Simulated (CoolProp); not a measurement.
The numbers come from the reference Helmholtz-energy equation of state, Thol 2016 in CoolProp.

Question: Give the vapour pressure (bar), liquid density (kg/m³), enthalpy of vaporisation (kJ/kg), liquid cp (kJ/(kg K)) of saturated hexamethyldisiloxane (MM) at 110.45, 139.15, 150.55 °C.

Answer: 
```json
[
 {"T (°C)": "110.45", "p (bar)": "1.34", "liquid density (kg/m³)": "663", "enthalpy of vaporisation (kJ/kg)": "187", "liquid cp (kJ/(kg K))": "2.15"},
 {"T (°C)": "139.15", "p (bar)": "2.75", "liquid density (kg/m³)": "625", "enthalpy of vaporisation (kJ/kg)": "171", "liquid cp (kJ/(kg K))": "2.24"},
 {"T (°C)": "150.55", "p (bar)": "3.55", "liquid density (kg/m³)": "609", "enthalpy of vaporisation (kJ/kg)": "163", "liquid cp (kJ/(kg K))": "2.29"}
]
```
